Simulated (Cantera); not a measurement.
Charge: 1 mol CH3Cl, 3.4 mol H2, equilibrated at 1000 Pa.

Method: chemical equilibrium by Gibbs-energy minimisation in Cantera with the NASA 1993 tables (ideal gas, pure condensed phases). Candidate condensed phases: C, C6H6, C7H8, C8H18; 91 gas species. Equilibrium is a limit: real reactors are often held back by kinetics, nucleation or transport.

Q: At 2548 K, list the 7 most abundant gas species with their mole fractions, and the condensed phases.

A: H2 0.594, H 0.238, HCl 0.125, Cl 0.0352, C2H2 (acetylene) 0.00783, C2H 0.000249, C3 0.000103. Condensed: C(graphite).
